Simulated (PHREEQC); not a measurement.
**Polishing slurry liquid: speciation**

Dissolve 0.065 mol/kgw K2CO3, 7.3e-05 mol/kgw Fe(NO3)3 and 0.00014 mol/kgw H3BO3 at 50 °C. Closed to the air; pH follows from the charge balance.

Equilibrium calculation in PHREEQC: ion-association model, phreeqc.dat.

```json
{
 "pH": "10.81",
 "ionic_strength": "0.190 mol/kgw",
 "specific_conductance": "22400 µS/cm",
 "density": "0.996 g/cm³",
 "total_alkalinity": "130 meq/kg"
}
```

| species | molality | activity | log γ |
|---|---|---|---|
| K+ | 0.130 | 0.0917 | -0.152 |
| CO3-2 | 0.0595 | 0.0179 | -0.522 |
| HCO3- | 0.00552 | 0.00409 | -0.131 |
| OH- | 0.00509 | 0.00357 | -0.154 |
| NO3- | 0.000219 | 0.000151 | -0.162 |
| H2BO3- | 0.000138 | 0.000102 | -0.132 |
| Fe(OH)4- | 7.27e-5 | 5.38e-5 | -0.131 |
| H3BO3 | 1.71e-6 | 1.78e-6 | 0.019 |
| Fe(OH)3 | 3.43e-7 | 3.58e-7 | 0.019 |
| CO2 | 1.16e-7 | 1.21e-7 | 0.019 |

This is a speciation only: nothing precipitates in the calculation. Saturation is exceeded, for instance for Hematite (slow to form), Goethite (slow to form); the values hold only as long as no solid forms. Away from 25 °C the constants follow the database's enthalpies or fits; those with neither stay at their 25 °C values.
